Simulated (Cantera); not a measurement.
Feed: 1 mol toluene, 13 mol H₂, 18 mol N₂, 0.063 mol O₂, equilibrated at 1075 K.

Cantera equilibrium calculation (NASA polynomials, part measured and part estimated; ideal gas, pure solids and liquids). Candidate condensed phases: C, C₆H₆, C₇H₈, C₈H₁₈, H₂O; 136 gas species. The ideal-gas law is rough above about 30 bar. Rates play no part.

x: gas mole fraction; n: condensed amount in mol.

| P (Pa) | x N₂ | x H₂ | x CH₄ | x CO | x H₂O | x NH₃ | x C₂H₆ | n C(graphite) |
|---|---|---|---|---|---|---|---|---|
| 10 | 0.512 | 0.484 | 1.06e-6 | 0.00359 | (withheld) | 8.82e-9 | <1e-12 | 6.87 |
| 46 | 0.512 | 0.484 | 4.86e-6 | 0.00359 | (withheld) | 4.06e-8 | <1e-12 | 6.87 |
| 220 | 0.512 | 0.484 | 2.32e-5 | 0.00359 | (withheld) | 1.94e-7 | <1e-12 | 6.87 |
| 1000 | 0.512 | 0.484 | 0.000106 | 0.00359 | (withheld) | 8.82e-7 | 7.52e-12 | 6.87 |
| 4600 | 0.513 | 0.483 | 0.000484 | 0.00358 | (withheld) | 4.05e-6 | 1.58e-10 | 6.86 |
| 22000 | 0.514 | 0.480 | 0.00229 | 0.00355 | (withheld) | 1.92e-5 | 3.56e-9 | 6.80 |
| 100000 | 0.518 | 0.469 | 0.00991 | 0.00342 | (withheld) | 8.45e-5 | 6.84e-8 | 6.54 |
| 460000 | 0.532 | 0.426 | 0.0377 | 0.00298 | (withheld) | 0.000342 | 1.09e-6 | 5.62 |
| 2200000 | 0.567 | 0.324 | 0.104 | 0.00208 | (withheld) | 0.00112 | 1.09e-5 | 3.63 |
| 10000000 | 0.608 | 0.202 | 0.183 | 0.00119 | (withheld) | 0.00258 | 5.44e-5 | 1.54 |

**Question.** Some entries are withheld; supply them.

**Answer.** 
- 10, x H₂O: 2.19e-8
- 46, x H₂O: 1.01e-7
- 220, x H₂O: 4.83e-7
- 1000, x H₂O: 2.19e-6
- 4600, x H₂O: 1.01e-5
- 22000, x H₂O: 4.74e-5
- 100000, x H₂O: 0.000202
- 460000, x H₂O: 0.000738
- 2200000, x H₂O: 0.00187
- 10000000, x H₂O: 0.00304
